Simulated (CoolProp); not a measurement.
Isobutene along the isobar 5.59 MPa: density (kg/m³) from the reference equation and from simpler models built on Tc = 418.1 K, pc = 4.016 MPa, ω = 0.193; each cubic takes its own stable root.

Computed with CoolProp (reference Helmholtz-energy equation of state, Lemmon 2005). It is a short technical equation, of lower accuracy than the large ones.

| T (K) | phase | reference |
|---|---|---|
| 305.9 | liquid | 588.6 |
| 328.1 | liquid | 561.1 |
| 350.3 | liquid | 530.8 |
| 372.5 | liquid | 495.9 |
| 394.7 | liquid | 453.1 |
| 416.8 | liquid | 392.9 |
| 439 | supercritical | 257.9 |
| 461.2 | supercritical | 149.8 |
| 483.4 | supercritical | 119.7 |
| 505.6 | supercritical | 103.6 |
| 527.8 | supercritical | 92.77 |
| 550 | supercritical | 84.79 |

### Question
How far does each simpler model (van der Waals, Soave-Redlich-Kwong, Peng-Robinson) lie from the reference over these 12 states: mean and median of the absolute difference, and the worst?

### Answer
- van der Waals: mean 21.0 %, median 21.0 %, worst -35.8 % at 305.9 K and 5.59 MPa
- Soave-Redlich-Kwong: mean 7.7 %, median 7.1 %, worst -15.6 % at 416.8 K and 5.59 MPa
- Peng-Robinson: mean 2.9 %, median 1.5 %, worst -7.9 % at 439 K and 5.59 MPa
